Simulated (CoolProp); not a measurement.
Properties of the fluoroketone C6F12O (FK-5-1-12) along the isobar 10.7 MPa.

Computed with CoolProp (reference Helmholtz-energy equation of state, McLinden 2015).

```csv
T (°C),phase,Z,cp (kJ/(kg K)),cv (kJ/(kg K)),isothermal compressibility (1/MPa),expansivity (1/kK),fugacity coefficient
40.55,liquid,…,1.092,0.8951,0.002590,1.615,0.01497
63.85,liquid,0.7809,1.106,0.9106,0.003333,1.727,0.03096
87.15,liquid,0.7615,1.123,0.9292,0.004337,1.861,0.05619
110.45,liquid,0.7483,1.144,0.9501,…,2.021,0.09196
133.75,liquid,0.7411,…,0.9725,0.007581,2.210,0.1384
156.95,liquid,0.7398,…,0.9955,0.01016,…,0.1944
180.25,supercritical,0.7448,1.216,…,0.01373,2.683,0.2585
203.55,supercritical,0.7565,…,1.042,0.01856,2.952,0.3278
226.85,supercritical,0.7749,1.261,1.064,0.02470,…,0.3997
```

Fill in the missing entries.


- 40.55, Z: 0.8069
- 110.45, isothermal compressibility (1/MPa): 0.005704
- 133.75, cp (kJ/(kg K)): 1.167
- 156.95, cp (kJ/(kg K)): 1.191
- 156.95, expansivity (1/kK): 2.430
- 180.25, cv (kJ/(kg K)): 1.019
- 203.55, cp (kJ/(kg K)): 1.240
- 226.85, expansivity (1/kK): 3.194
